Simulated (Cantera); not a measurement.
An isothermal, constant-pressure homogeneous reactor starts with N2O : H2O = 1 : 0.017 (molar parts), at 1400 K and 0.0263 atm. Integrator tolerance rtol = 1e-08.

Computed with Cantera and GRI-Mech 3.0 (53 species, 325 reactions). GRI-Mech 3.0 was tuned for natural gas; its chemistry of N2O as a main component is partial and can be far from experiment. Radical loss at walls, strong at low pressure, is not modelled. The temperature is held fixed by assumption; the heat of reaction is taken as removed at once.

Task: What does this change do: temperature 1400 to 1223 K?

Result: 
```json
[
 {"quantity": "x(N2O) at 6.00 s", "before": "0.0481 (gas-phase equilibrium 7.90e-9)", "after": "0.777 (gas-phase equilibrium 2.76e-9)"},
 {"quantity": "x(H2O) at 6.00 s", "before": "0.0114 (gas-phase equilibrium 0.0112)", "after": "0.0156 (gas-phase equilibrium 0.0112)"},
 {"quantity": "x(HO2) at 6.00 s", "before": "3.31e-8 (gas-phase equilibrium 1.71e-8)", "after": "2.72e-7 (gas-phase equilibrium 3.27e-9)"},
 {"quantity": "x(OH) at 6.00 s", "before": "7.26e-5 (gas-phase equilibrium 2.86e-5)", "after": "1.71e-5 (gas-phase equilibrium 3.78e-6)"},
 {"quantity": "x(H) at 6.00 s", "before": "1.15e-7 (gas-phase equilibrium 6.99e-9)", "after": "2.57e-9 (gas-phase equilibrium 9.17e-11)"},
 {"quantity": "x(NO) at 6.00 s", "before": "0.108 (gas-phase equilibrium 0.000834)", "after": "0.0137 (gas-phase equilibrium 0.000268)"}
]
```
The mechanism lacks the step 2 NO + O2 → 2 NO2, which can matter for NO2 below about 1400 K.

Task: What does this change do: temperature 1400 to 1575 K?

Result: 
```tsv
quantity	before	after
x(N2O) at 6.00 s	0.0481 (gas-phase equilibrium 7.90e-9)	6.68e-6 (gas-phase equilibrium 1.79e-8)
x(H2O) at 6.00 s	0.0114 (gas-phase equilibrium 0.0112)	0.0111 (gas-phase equilibrium 0.0111)
x(HO2) at 6.00 s	3.31e-8 (gas-phase equilibrium 1.71e-8)	4.94e-8 (gas-phase equilibrium 6.09e-8)
x(OH) at 6.00 s	7.26e-5 (gas-phase equilibrium 2.86e-5)	0.000127 (gas-phase equilibrium 0.000135)
x(H) at 6.00 s	1.15e-7 (gas-phase equilibrium 6.99e-9)	2.14e-7 (gas-phase equilibrium 1.97e-7)
x(NO) at 6.00 s	0.108 (gas-phase equilibrium 0.000834)	0.161 (gas-phase equilibrium 0.00199)
```
